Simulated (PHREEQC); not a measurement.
1 kg of water holding 0.084 mol/kgw Na2SO4, 0.17 mol/kgw KCl, 0.052 mol/kgw Na2CO3 and 0.091 mol/kgw NaCl is evaporated at 30 °C; the solids stay in contact with the brine. CO2 is held at log p = -3.4 (atm). Solids allowed: Arcanite, Burkeite, Glaserite, Halite, Kalicinite, Mirabilite, Misenite, Nahcolite, Natron, Sylvite, Thenardite, Trona. Others were left out.

The numbers come from PHREEQC with the Pitzer model, pitzer.dat.

```json
[
 {"water left (kg)": "0.9997", "ionic strength": "0.651", "water activity": "0.986", "Halite (mol)": "0", "Glaserite (mol)": "0", "Trona (mol)": "0"},
 {"water left (kg)": "0.6753", "ionic strength": "0.968", "water activity": "(withheld)", "Halite (mol)": "0", "Glaserite (mol)": "0", "Trona (mol)": "0"},
 {"water left (kg)": "0.4561", "ionic strength": "1.44", "water activity": "0.970", "Halite (mol)": "0", "Glaserite (mol)": "0", "Trona (mol)": "0"},
 {"water left (kg)": "0.2532", "ionic strength": "2.60", "water activity": "0.946", "Halite (mol)": "0", "Glaserite (mol)": "0", "Trona (mol)": "0"},
 {"water left (kg)": "0.171", "ionic strength": "3.87", "water activity": "0.919", "Halite (mol)": "0", "Glaserite (mol)": "0", "Trona (mol)": "0"},
 {"water left (kg)": "0.1155", "ionic strength": "5.73", "water activity": "0.876", "Halite (mol)": "0", "Glaserite (mol)": "0", "Trona (mol)": "0"},
 {"water left (kg)": "0.07803", "ionic strength": "7.17", "water activity": "0.823", "Halite (mol)": "0", "Glaserite (mol)": "0.0173", "Trona (mol)": "0"},
 {"water left (kg)": "0.05238", "ionic strength": "8.65", "water activity": "(withheld)", "Halite (mol)": "0", "Glaserite (mol)": "0.0296", "Trona (mol)": "0.00761"},
 {"water left (kg)": "0.02822", "ionic strength": "8.80", "water activity": "0.711", "Halite (mol)": "(withheld)", "Glaserite (mol)": "0.0378", "Trona (mol)": "0.0242"},
 {"water left (kg)": "0.01856", "ionic strength": "8.83", "water activity": "0.707", "Halite (mol)": "0.132", "Glaserite (mol)": "0.0397", "Trona (mol)": "0.0278"},
 {"water left (kg)": "0.01204", "ionic strength": "8.83", "water activity": "0.707", "Halite (mol)": "0.162", "Glaserite (mol)": "0.0405", "Trona (mol)": "0.0302"}
]
```

Q: What belongs in the gaps?

A: 
- 0.6753, water activity: 0.979
- 0.05238, water activity: 0.748
- 0.02822, Halite (mol): 0.0834
